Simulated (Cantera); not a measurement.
Input (Python, Cantera) and output of one run.

```python
import numpy as np
import cantera as ct

gas_names = """
    C CH CH2 CH3 CH2OH CH3O CH4 CH3OH CN CO CO2 COOH C2 C2H CHCO,ketyl C2H2,acetylene C2H2,vinylidene
    CH2CO,ketene C2H3,vinyl CH3CN CH3CO,acetyl C2H4 C2H4O,ethylen CH3CHO,ethanal CH3COOH (HCOOH)2 C2H5
    C2H6 CH3OCH3 C2H5OH CCN CNC C2N2 C2O C3 C3H3,propargyl C3H4,allene C3H4,propyne C3H4,cyclo-
    C3H5,allyl C3H6,propylene C3H6,cyclo- C3H6O C3H7,n-propyl C3H7,i-propyl C3H8 C3H8O,1propanol
    C3H8O,2propanol C3O2 C4 C4H2 C4H4,1,3-cyclo- C4H6,butadiene C4H6,2-butyne C4H6,cyclo- C4H8,1-butene
    C4H8,cis2-buten C4H8,tr2-butene C4H8,isobutene C4H8,cyclo- (CH3COOH)2 C4H9,n-butyl C4H9,i-butyl
    C4H9,s-butyl C4H9,t-butyl C4H10,isobutane C4H10,n-butane C4N2 C5 C5H6,1,3cyclo- C5H8,cyclo-
    C5H10,1-pentene C5H10,cyclo- C5H11,pentyl C5H11,t-pentyl C5H12,n-pentane C5H12,i-pentane
    CH3C(CH3)2CH3 C6H2 C6H5,phenyl C6H5O,phenoxy C6H6 C6H5OH,phenol C6H10,cyclo- C6H12,1-hexene
    C6H12,cyclo- C6H13,n-hexyl C7H7,benzyl C7H8 C7H8O,cresol C7H14,1-heptene C7H15,n-heptyl
    C7H16,n-heptane C8H8,styrene C8H10,ethylbenz C8H16,1-octene C8H17,n-octyl C8H18,isooctane
    C8H18,n-octane C9H19,n-nonyl C10H8,naphthale C10H21,n-decyl C12H9,o-bipheny C12H10,bipheny H HCN HCO
    HCCN HNC HNCO HNO HNO2 HNO3 HO2 H2 HCHO,formaldehy HCOOH H2O H2O2 N NCO NH NH2 NH3 NH2OH NO NO2 NO3
    N2 N2H2 N2H4 N2O O OH O2 O3 Si SiC SiC2 SiC4H12 SiH SiH2 SiH3 SiH4 SiN SiO SiO2 Si2 Si2C Si2N Si3
""".split()
cond_names = """
    C(gr) C6H6(L) C7H8(L) C8H18(L),n-octa H2O(s) H2O(L) Si(cr) Si(L) SiC(b) SiO2(Lqz) SiO2(hqz) SiO2(L)
    Si2N2O(s) Si3N4(a)
""".split()


def load(file, names, dense=False):
    # The tables refer to 1 bar. Condensed volumes are neglected.
    table = {s.name: s for s in ct.Species.list_from_file(file)}
    out = []
    for n in names:
        d = dict(table[n].input_data)
        d["thermo"] = dict(d["thermo"], **{"reference-pressure": 1e5})
        if dense:
            d["equation-of-state"] = {"model": "constant-volume", "density": "1e6 g/cm^3"}
        out.append(ct.Species.from_dict(d))
    return out


gas = ct.Solution(thermo="ideal-gas", species=load("nasa_gas.yaml", gas_names))
cond = {s.name: ct.Solution(thermo="fixed-stoichiometry", species=[s], name=s.name)
        for s in load("nasa_condensed.yaml", cond_names, dense=True)}
atoms = {
    'SiC': {'Si': 1, 'C': 1},
    'H2O': {'H': 2, 'O': 1},
    'N2': {'N': 2},
}
top_T = {'C(gr)': 4500, 'SiC(b)': 3050, 'Si2N2O(s)': 2100, 'Si3N4(a)': 2400}  # K; cautious upper limits of use, not melting points


def equilibrate(T, P, feed):
    n = {}
    for name, mol in feed.items():
        for a, k in atoms[name].items():
            n[a] = n.get(a, 0.0) + k * mol
    gas.TPX = T, P, n
    mass = sum(n.values()) * gas.mean_molecular_weight
    gas.equilibrate("TP")
    valid = [c for c in cond.values() if c.min_temp <= T <= top_T.get(c.name, c.max_temp)]
    mix = ct.Mixture([(gas, mass / gas.mean_molecular_weight)] + [(c, 0.0) for c in valid])
    mix.T, mix.P = T, P
    mix.equilibrate("TP", solver="vcs", rtol=1e-11, max_steps=5000)
    return mix


results = []
feed = {'SiC': 1, 'H2O': 0.0089, 'N2': 920}  # mol
P = 0.25  # Pa
for T in [925, 1025, 1125, 1225, 1325, 1425, 1525, 1625, 1725, 1825, 1925, 2025, 2125]:
    mix = equilibrate(T, P, feed)
    results.append((T, P, feed, dict(zip(mix.species_names, mix.species_moles))))
    x = sorted(zip(gas.X, gas.species_names), reverse=True)
    print(f"T = {T:g} K  P = {P:g} Pa  gas = {mix.phase_moles(0):.4g} mol")
    print("   x: " + "  ".join(f"{s} {v:.3e}" for v, s in x if v > 0.0001))
    print("   condensed (mol): " + ("  ".join(f"{mix.phase(i).name} {mix.phase_moles(i):.4g}"
          for i in range(1, mix.n_phases) if mix.phase_moles(i) > 1e-12) or "none"))
```

Output:

```
T = 925 K  P = 0.25 Pa  gas = 919.3 mol
   x: N2 1.000e+00
   condensed (mol): C(gr) 1  Si2N2O(s) 0.008868  Si3N4(a) 0.3274
T = 1025 K  P = 0.25 Pa  gas = 920 mol
   x: N2 1.000e+00
   condensed (mol): C(gr) 0.003135  SiC(b) 0.992  Si2N2O(s) 0.004019
T = 1125 K  P = 0.25 Pa  gas = 920 mol
   x: N2 1.000e+00
   condensed (mol): SiC(b) 0.9927  Si2N2O(s) 0.001447  Si3N4(a) 0.001421
T = 1225 K  P = 0.25 Pa  gas = 920 mol
   x: N2 1.000e+00
   condensed (mol): SiC(b) 0.9953  Si3N4(a) 0.0001612
T = 1325 K  P = 0.25 Pa  gas = 920 mol
   x: N2 1.000e+00
   condensed (mol): SiC(b) 0.9941
T = 1425 K  P = 0.25 Pa  gas = 920 mol
   x: N2 1.000e+00
   condensed (mol): SiC(b) 0.9908
T = 1525 K  P = 0.25 Pa  gas = 920.1 mol
   x: N2 9.999e-01
   condensed (mol): C(gr) 0.04562  SiC(b) 0.9438
T = 1625 K  P = 0.25 Pa  gas = 920.7 mol
   x: N2 9.992e-01  Si 7.454e-04
   condensed (mol): C(gr) 0.676  SiC(b) 0.3044
T = 1725 K  P = 0.25 Pa  gas = 921 mol
   x: N2 9.989e-01  Si 1.073e-03
   condensed (mol): C(gr) 0.9659
T = 1825 K  P = 0.25 Pa  gas = 921 mol
   x: N2 9.989e-01  Si 1.067e-03
   condensed (mol): C(gr) 0.9295
T = 1925 K  P = 0.25 Pa  gas = 921.1 mol
   x: N2 9.988e-01  Si 1.055e-03  CN 1.290e-04
   condensed (mol): C(gr) 0.8076
T = 2025 K  P = 0.25 Pa  gas = 921.3 mol
   x: N2 9.983e-01  Si 1.037e-03  CN 4.925e-04
   condensed (mol): C(gr) 0.3655
T = 2125 K  P = 0.25 Pa  gas = 921.5 mol
   x: N2 9.979e-01  Si 1.064e-03  CN 8.586e-04
   condensed (mol): none
```

Cantera equilibrium calculation (NASA polynomials, part measured and part estimated; ideal gas, pure solids and liquids). N2 is the only nitrogen source here; it is nearly inert below about 1500 K, so the nitride shown seldom forms there in practice. Mutual solubility and eutectic melting of coexisting phases are not modelled.
